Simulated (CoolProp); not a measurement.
Saturation properties of cyclopentane (Tc = 511.7 K, pc = 4583 kPa, ω = 0.202).

Computed with CoolProp (reference Helmholtz-energy equation of state, Gedanitz 2015).

```
T (K)  p (kPa)  vapour density (kg/m³)  enthalpy of vaporisation (kJ/kg)  liquid conductivity (mW/(m K))
-----  -------  ----------------------  --------------------------------  ------------------------------
379      477.4                   11.88                             341.8                            98.1
384.1    535.5                   13.28                             336.9                            96.4
389.2    598.8                   14.81                             331.8                            94.8
394.2    666.1                   16.45                             326.6                            93.2
399.3    740.4                   18.27                             321.2                            91.6
404.4    820.6                   20.25                             315.6                            90.0
409.5    907.1                   22.40                             309.9                            88.5
414.6     1000                   24.75                             303.9                            86.9
419.7     1100                   27.30                             297.7                            85.4
424.7     1205                   30.02                             291.5                            84.0
429.8     1320                   33.05                             284.8                            82.6
```

It boils at 322.4 K under 1 atm.

Thermal conductivity comes from a separate model (Vassiliou 2015).
